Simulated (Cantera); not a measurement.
Input: 1 mol BaF₂, 4.9 mol H₂, at 1173.15 K and 100 Torr.

Cantera equilibrium calculation (NASA polynomials, part measured and part estimated; ideal gas, pure solids and liquids). Candidate condensed phases: Ba, BaF₂; 14 gas species. The numbers say what is thermodynamically allowed, not how fast it happens.

Base state: H₂ 1.000 (mole fractions); condensed: BaF₂(s).

### Question
What changes in the equilibrium state with this change: BaF₂ replaced by CuF₂?

### Answer
| species | before | after |
|---|---|---|
| H₂ | 1.000 | 0.661 |
| HF | 1.97e-7 | 0.339 |
| BaF₂(s), mol | 1.000 | 0 |
| Cu(s), mol | 0 | 1.000 |
Further candidate phases: Cu, CuF₂.

### Question
What changes in the equilibrium state with this change: 0.013 mol NH₃ added?

### Answer
```
species       before    after
------------  ------  -------
H₂             1.000    0.999
N₂                 0  0.00132
BaF₂(s), mol   1.000    1.000
```
